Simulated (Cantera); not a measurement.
**CH3OH + CO2 (carbon deposition, reforming and gasification)**

Input: 1 mol CH3OH, 0.36 mol CO2, held at 380000 Pa.

Cantera equilibrium calculation (NASA polynomials, part measured and part estimated; ideal gas, pure solids and liquids). Candidate condensed phases: C, C6H6, C7H8, C8H18, H2O; 110 gas species. The numbers say what is thermodynamically allowed, not how fast it happens.

At 923 K the condensed part is C(graphite). From 1073 K to 2873 K nothing is condensed. The main C-bearing gas is CO2 at 923 K and CO at 2873 K.

```tsv
T (K)	log p H2	log p CO	log p H2O	log p CO2	log p CH4	log p H	n C(graphite)
923	0.13	-0.34	-0.03	-0.19	-0.38	-9.55	0.387
1073	0.26	0.10	-0.48	-0.61	-0.86	-7.72	0
1223	0.29	0.15	-0.55	-0.86	-1.99	-6.37	0
1373	0.29	0.16	-0.52	-0.97	-3.07	-5.33	0
1523	0.29	0.16	-0.50	-1.05	-3.95	-4.49	0
1673	0.29	0.17	-0.48	-1.12	-4.66	-3.80	0
1823	0.28	0.17	-0.47	-1.18	-5.25	-3.22	0
1973	0.28	0.17	-0.46	-1.22	-5.75	-2.73	0
2123	0.28	0.17	-0.45	-1.26	-6.17	-2.31	0
2273	0.28	0.17	-0.45	-1.30	-6.54	-1.94	0
2423	0.28	0.17	-0.45	-1.33	-6.85	-1.61	0
2573	0.27	0.17	-0.45	-1.35	-7.13	-1.33	0
2723	0.26	0.17	-0.45	-1.37	-7.39	-1.08	0
2873	0.25	0.17	-0.46	-1.40	-7.62	-0.85	0
```
log p: log10 of the partial pressure in bar; n: condensed amount in mol.
